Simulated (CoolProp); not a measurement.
A simple Rankine cycle with p-xylene: condensing at 317.15 K, boiler at 0.0791 MPa, turbine inlet 552.5 K, turbine efficiency 0.9, pump efficiency 0.8, no recuperator. Each further row changes one setting.

The numbers come from the reference Helmholtz-energy equation of state, Zhou 2012 in CoolProp.

```tsv
case	thermal efficiency (%)	net work (kJ/kg)	heat in (kJ/kg)	turbine exit temperature (K)	volume ratio over the turbine
as stated	[?]	[?]	785	492.9	22.0
turbine inlet 572.5 K	[?]	121	[?]	512.5	22.0
condensing temperature 309.15 K	[?]	[?]	[?]	485.5	[?]
boiler pressure 0.0554 MPa	13.3	104	785	499.6	15.5
turbine efficiency 0.8	13.2	103	785	499.7	22.3
```

### Question
What belongs in the gaps?

### Answer

- as stated, thermal efficiency (%): 14.8
- as stated, net work (kJ/kg): 116
- turbine inlet 572.5 K, thermal efficiency (%): 14.6
- turbine inlet 572.5 K, heat in (kJ/kg): 827
- condensing temperature 309.15 K, thermal efficiency (%): 16.3
- condensing temperature 309.15 K, net work (kJ/kg): 130
- condensing temperature 309.15 K, heat in (kJ/kg): 799
- condensing temperature 309.15 K, volume ratio over the turbine: 32.6
